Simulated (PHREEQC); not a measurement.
Consider water at 30 °C with 0.11 mol HF and 0.0014 mol (CH3)4NF per kg of water. Closed to the air; pH follows from the charge balance.

Model: ion-association model, wateq4f.dat, run in PHREEQC.

Each row changes one thing in this solution. No solid was allowed to form.

| case | pH | ionic strength (mol/kgw) | HF (mol/kgw) | H2F2 (mol/kgw) | F- (mol/kgw) | HF2- (mol/kgw) |
|---|---|---|---|---|---|---|
| as made | 2.15 | 0.00923 | 0.0753 | 0.0123 | 0.00710 | 0.00213 |
| HF from 0.11 to 0.099 mol/kgw | 2.17 | 0.00877 | 0.0690 | [?] | 0.00688 | 0.00189 |
| diluted 100-fold with water | 3.25 | 0.000588 | 0.000524 | [?] | 0.000587 | 1.22e-6 |
| 0.0034 mol/kgw H2SeO4 added | 1.99 | [?] | 0.0770 | [?] | 0.00525 | 0.00161 |
| diluted 2-fold with water | 2.29 | 0.00622 | 0.0412 | 0.00369 | 0.00535 | 0.000877 |
| HF replaced by NH4HF2 at the same molality | 3.21 | 0.112 | 0.0660 | 0.00971 | 0.0884 | 0.0238 |

Question: What belongs in the gaps?

Answer: 
- HF from 0.11 to 0.099 mol/kgw, H2F2 (mol/kgw): 0.0104
- diluted 100-fold with water, H2F2 (mol/kgw): 5.96e-7
- 0.0034 mol/kgw H2SeO4 added, ionic strength (mol/kgw): 0.0152
- 0.0034 mol/kgw H2SeO4 added, H2F2 (mol/kgw): 0.0129

Species that the database lacks are ignored. (CH3)4N+ isn't in the database: it is added as a free cation with an ion size of 4 Å. wateq4f.dat counts part of the HF as a dimer, H2F2, which phreeqc.dat doesn't know; its constant is uncertain.
